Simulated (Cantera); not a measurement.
Feed: 1 mol n-butane, 0.16 mol CO2, 55 mol H2, held at 1648.15 K.

Equilibrium computed with Cantera from the NASA thermochemical tables; the gas is ideal and each condensed phase is pure. Candidate condensed phases: C, C6H6, C7H8, C8H18, H2O; 110 gas species. The ideal-gas law is rough above about 30 bar. Kinetics and transport are ignored.

x: gas mole fraction; n: condensed amount in mol.

```
P (Pa)     x H2     x CH4       x H     x CO  x H2O    x C2H4  n C(graphite)
--------  -----  --------  --------  -------  -----  --------  -------------
10        0.986   1.30e-7   0.00885  0.00528      ?  3.22e-10           3.83
56        0.991   7.36e-7   0.00375  0.00530      ?   1.82e-9           3.83
320       0.993   4.22e-6   0.00157  0.00530      ?   1.04e-8           3.83
1800      0.994   2.38e-5  0.000663  0.00530      ?   5.89e-8           3.83
10000     0.994  0.000132  0.000281  0.00530      ?   3.27e-7           3.83
56000     0.994  0.000740  0.000119  0.00531      ?   1.83e-6           3.79
320000    0.990   0.00420   4.96e-5  0.00532      ?   1.04e-5           3.58
1800000   0.972    0.0228   2.07e-5  0.00537      ?   5.63e-5           2.49
10000000  0.926    0.0683   8.58e-6  0.00515      ?  0.000100              0
```

### Question
Some entries are withheld; supply them.

### Answer

- 10, x H2O: 3.39e-10
- 56, x H2O: 1.91e-9
- 320, x H2O: 1.10e-8
- 1800, x H2O: 6.17e-8
- 10000, x H2O: 3.43e-7
- 56000, x H2O: 1.92e-6
- 320000, x H2O: 1.10e-5
- 1800000, x H2O: 6.10e-5
- 10000000, x H2O: 0.000521
